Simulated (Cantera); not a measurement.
An isothermal, constant-pressure homogeneous reactor starts with NH3 : N2 = 1 : 0.16 (molar parts), at 1625 K and 90.0 Torr.

Cantera simulation using the gas-phase N/H chemistry of the illustrative SiF4/NH3 mechanism in the Surface Chemkin manual (1991); the numbers are that mechanism's predictions, not measurements. Walls and surfaces, which speed up NH3 decomposition in real reactors, are not modelled.

Predict: x(NH3) at 200 s; x(H) at 200 s; x(NH) at 200 s; x(N2) at 200 s; x(H2) at 200 s; x(N2H2) at 200 s.


- x(NH3) at 200 s = 0.0154 (gas-phase equilibrium 1.66e-6)
- x(H) at 200 s = 0.000137 (gas-phase equilibrium 0.000171)
- x(NH) at 200 s = 1.05e-7 (gas-phase equilibrium 1.70e-11)
- x(N2) at 200 s = 0.303 (gas-phase equilibrium 0.306)
- x(H2) at 200 s = 0.682 (gas-phase equilibrium 0.694)
- x(N2H2) at 200 s = 2.88e-9 (gas-phase equilibrium <1e-12)
